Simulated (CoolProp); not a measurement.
Hydrogen chloride along the isotherm 82.85 °C: density (kg/m³) from the reference equation and from simpler models built on Tc = 51.5 °C, pc = 8.314 MPa, ω = 0.130; each cubic takes its own stable root.

Model: reference Helmholtz-energy equation of state, Thol 2018, in CoolProp.

```
p (MPa)          phase  reference  Soave-Redlich-Kwong  Peng-Robinson
-------  -------------  ---------  -------------------  -------------
0.131              gas      1.621                1.620          1.621
0.198              gas      2.456                2.454          2.456
0.299              gas      3.721                3.717          3.722
0.451              gas      5.642                5.634          5.644
0.681              gas      8.589                8.569          8.594
1.03               gas      13.15                13.11          13.17
1.55               gas      20.17                20.07          20.20
2.34               gas      31.39                31.14          31.46
3.53               gas      49.73                49.11          49.89
5.32               gas      81.40                79.81          81.83
8.03               gas      143.5                138.9          144.6
12.1     supercritical        ___                  ___            ___
18.3     supercritical      617.7                497.1          540.5
27.6     supercritical      743.4                617.9          679.6
41.6     supercritical      830.8                710.6          785.3
```

**Question.** Some entries are withheld; supply them.

**Answer.** 
- 12.1, reference: 313.2
- 12.1, Soave-Redlich-Kwong: 286.1
- 12.1, Peng-Robinson: 303.9
